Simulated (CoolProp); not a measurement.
R124 at several states: density (kg/m³) from the reference equation and from simpler models built on Tc = 395.4 K, pc = 3624 kPa, ω = 0.288; each cubic takes its own stable root.

Model: reference Helmholtz-energy equation of state, de Vries 1995, in CoolProp.

```tsv
T (K)	p (kPa)	phase	reference	van der Waals	Peng-Robinson
271.3	864	liquid	1445	871.2	[?]
220.7	41	liquid	1589	3.089	1637
404.2	32	gas	1.303	1.303	1.304
220.7	5780	liquid	[?]	979.0	[?]
235.3	1720	liquid	[?]	939.3	[?]
147	41	liquid	1782	1052	1780
```

Task: Complete the blanks.

Result: 
- 271.3, Peng-Robinson: 1498
- 220.7, reference: 1600
- 220.7, Peng-Robinson: 1650
- 235.3, reference: 1552
- 235.3, Peng-Robinson: 1605

At some of these states van der Waals gives the other phase, because its saturation line lies elsewhere.
